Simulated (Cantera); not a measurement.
Reactions in the system Fe-H-S

Standard-state values (1 bar) from the NASA 1993 polynomials, evaluated with Cantera. Values are per mole of reaction as written; species without (g) are pure solids or liquids, kept so even where they would boil at 1 bar.

4 H(g) + FeS2 → 2 H2S(g) + Fe

```json
[
 {"T (K)": "423", "ΔH° (kJ)": "-748.0", "ΔS° (J/K)": "-91.4", "ΔG° (kJ)": "-709.4", "log10 K": "87.60"},
 {"T (K)": "523", "ΔH° (kJ)": "-753.2", "ΔS° (J/K)": "-102.3", "ΔG° (kJ)": "-699.7", "log10 K": "69.88"},
 {"T (K)": "623", "ΔH° (kJ)": "-758.0", "ΔS° (J/K)": "-110.8", "ΔG° (kJ)": "-689.0", "log10 K": "57.77"},
 {"T (K)": "723", "ΔH° (kJ)": "-762.5", "ΔS° (J/K)": "-117.5", "ΔG° (kJ)": "-677.6", "log10 K": "48.95"},
 {"T (K)": "823", "ΔH° (kJ)": "-766.6", "ΔS° (J/K)": "-122.8", "ΔG° (kJ)": "-665.5", "log10 K": "42.24"},
 {"T (K)": "923", "ΔH° (kJ)": "-770.0", "ΔS° (J/K)": "-126.8", "ΔG° (kJ)": "-653.1", "log10 K": "36.96"}
]
```

FeS2 + 2 H2(g) → 2 H2S(g) + Fe

| T (K) | ΔH° (kJ) | ΔS° (J/K) | ΔG° (kJ) | log10 K |
|---|---|---|---|---|
| 423 | 127.1 | 114.9 | 78.5 | -9.69 |
| 523 | 124.4 | 109.1 | 67.3 | -6.72 |
| 623 | 122.0 | 104.9 | 56.6 | -4.75 |
| 723 | 119.9 | 101.9 | 46.3 | -3.34 |
| 823 | 118.3 | 99.7 | 36.2 | -2.30 |
| 923 | 117.2 | 98.4 | 26.3 | -1.49 |
